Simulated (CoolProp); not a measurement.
Vapour-liquid equilibrium of n-heptane (1) + ethylbenzene (2) at 359.7 K; x and y are mole fractions of (1).

Computed with CoolProp (multi-fluid Helmholtz-energy mixture model, Span 2003 and Zhou 2012; pair parameters Bell 2016).

**Question.** Give the bubble pressure and the first vapour's composition at x = 0.35, 0.425, 0.5. Is there an azeotrope?

**Answer.** x = 0.35: 0.04273 MPa, y = 0.654; x = 0.425: 0.04632 MPa, y = 0.711; x = 0.5: 0.04973 MPa, y = 0.760. No azeotrope shows between x = 0.05 and 0.95.

Pair parameters are fitted to limited data, so mixtures are less certain than the pure fluids.
